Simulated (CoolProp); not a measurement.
Aqueous potassium formate as a coolant, at 12 °C, 1 atm.

The numbers come from the Melinder's fits for secondary coolants in CoolProp.

| mass % | freezing point (°C) | Prandtl number | viscosity (mPa s) | conductivity (W/(m K)) | density (kg/m³) |
|---|---|---|---|---|---|
| 2.5 | -1.1 | 9.17 | 1.30 | ___ | 1016 |
| 9.4 | ___ | 9.55 | 1.42 | 0.567 | ___ |
| 16.3 | -8.9 | 9.93 | 1.54 | 0.556 | 1101 |
| 23.1 | ___ | 10.6 | 1.73 | 0.544 | 1145 |
| 30 | -21.2 | 11.6 | 1.97 | ___ | 1193 |
| 36.9 | -30.1 | 12.7 | 2.22 | ___ | 1242 |
| 43.8 | ___ | ___ | 2.64 | 0.497 | 1295 |

Q: Fill in the missing entries.

A: 
- 2.5, conductivity (W/(m K)): 0.580
- 9.4, freezing point (°C): -4.6
- 9.4, density (kg/m³): 1058
- 23.1, freezing point (°C): -14.2
- 30, conductivity (W/(m K)): 0.531
- 36.9, conductivity (W/(m K)): 0.516
- 43.8, freezing point (°C): -41.7
- 43.8, Prandtl number: 14.7
